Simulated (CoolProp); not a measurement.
Vapour-liquid equilibrium of diethyl ether (1) + benzene (2) at 1.34 bar; x and y are mole fractions of (1).

Computed with CoolProp (multi-fluid Helmholtz-energy mixture model, Thol 2014 and Thol 2012; pair parameters Bell 2016).

```
x     bubble temperature (K)  y at the bubble point  dew temperature at overall composition x (K)  liquid density (mol/L)
----  ----------------------  ---------------------  --------------------------------------------  ----------------------
0.05                   358.2                  0.160                                         361.3                   10.25
0.2                    347.2                  0.488                                         357.0                   10.15
0.35                   338.7                  0.681                                         352.2                   10.02
0.5                    331.8                  0.805                                         346.7                   9.872
0.65                   326.1                  0.888                                         340.2                   9.704
0.8                    321.2                  0.947                                         332.1                   9.525
0.95                   317.0                  0.989                                         320.9                   9.334
```

No azeotrope shows between x = 0.05 and 0.95.

Pair parameters are fitted to limited data, so mixtures are less certain than the pure fluids.
